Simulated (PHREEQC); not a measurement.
Consider water at 72 °C with 0.021 mol/kgw CuSO4. Closed to the air; pH follows from the charge balance.

Model: ion-association model, phreeqc.dat, run in PHREEQC.

Precipitation was switched off in this run.

### Question
Order these Cu species by the share of Cu that they hold, largest first: Cu+2, CuSO4, Cu2(OH)2+2.

### Answer
Cu+2 (60 %), CuSO4 (39 %), Cu2(OH)2+2 (0.76 %)

### Question
Order these S species by the share of S that they hold, largest first: HSO4-, CuSO4, SO4-2.

### Answer
SO4-2 (60 %), CuSO4 (39 %), HSO4- (0.50 %)

The pH is 4.31 and the ionic strength 0.0508 mol/kgw. Complexes and solids missing from the database can't appear. At this temperature some constants are extrapolated from 25 °C, and those without enthalpy data are left unchanged.
